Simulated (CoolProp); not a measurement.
Vapour-liquid equilibrium of R22 (1) + R11 (2) at 6.05 °C; x and y are mole fractions of (1).

The numbers come from the multi-fluid Helmholtz-energy mixture model, Kamei 1995 and Jacobsen 1992; pair parameters Bell 2016 in CoolProp.

Task: Give the bubble pressure and the first vapour's composition at x = 0.15, 0.25, 0.55. Is there an azeotrope?

Result: x = 0.15: 0.1708 MPa, y = 0.727; x = 0.25: 0.2342 MPa, y = 0.815; x = 0.55: 0.3844 MPa, y = 0.918. No azeotrope shows between x = 0.05 and 0.95.

The pair parameters rest on a limited set of measurements; away from them the model extrapolates.
